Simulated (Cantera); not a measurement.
# Premixed flame

A freely propagating, adiabatic, planar premixed flame of CH₄ : C₂H₆ : C₃H₈ : O₂ : N₂ = 1 : 0.51 : 0.52 : 8.4 : 30.2 (molar parts), equivalence ratio 0.76, unburnt at 500 K and 3.60 bar; multicomponent transport, grid criteria slope 0.08 and curve 0.16, no radiation.

Cantera simulation using GRI-Mech 3.0 (53 species, 325 reactions); the numbers are that mechanism's predictions, not measurements. GRI-Mech 3.0 was tuned for natural gas; its chemistry of propane as a main component is partial and can be far from experiment. Burning velocities carry a grid error of a few per cent, more on coarse grids.

```tsv
z (mm)	T (K)	u (m/s)	x CH₄	x C₂H₆	x C₃H₈	x HCN	x NO	x O
-0.401	500	0.565	0.0246	0.0125	0.0128	<1e-8	<1e-8	<1e-8
-0.267	504	0.569	0.0245	0.0125	0.0128	<1e-8	<1e-8	<1e-8
-0.200	515	0.583	0.0243	0.0125	0.0128	<1e-8	<1e-8	<1e-8
-0.134	579	0.658	0.0231	0.0121	0.0126	1.22e-8	4.45e-8	<1e-8
-0.0668	929	1.07	0.0171	0.00880	0.00952	1.09e-7	7.53e-7	6.21e-7
-0.0334	1298	1.52	0.0106	0.00399	0.00385	2.58e-7	2.27e-6	2.86e-5
0	1672	1.97	0.00304	0.000255	0.000128	4.88e-7	4.61e-6	0.000640
0.0334	1845	2.17	0.000223	5.37e-7	6.73e-8	3.75e-7	7.67e-6	0.00240
0.0668	1921	2.25	8.41e-6	<1e-8	<1e-8	1.27e-7	1.04e-5	0.00290
0.134	2010	2.34	1.80e-8	<1e-8	<1e-8	1.20e-8	1.45e-5	0.00233
0.267	2088	2.42	<1e-8	<1e-8	<1e-8	<1e-8	2.00e-5	0.00132
0.535	2138	2.47	<1e-8	<1e-8	<1e-8	<1e-8	2.62e-5	0.000592
1.07	2158	2.49	<1e-8	<1e-8	<1e-8	<1e-8	3.28e-5	0.000307
```
x: mole fraction of selected species; z is measured from the peak of heat release.

```json
{
  "laminar_burning_velocity": "56.4 cm/s",
  "thermal_thickness": "0.134 mm",
  "peak x(HCN)": "5.16e-7",
  "peak x(O)": "0.00290",
  "grid_points": "136"
}
```
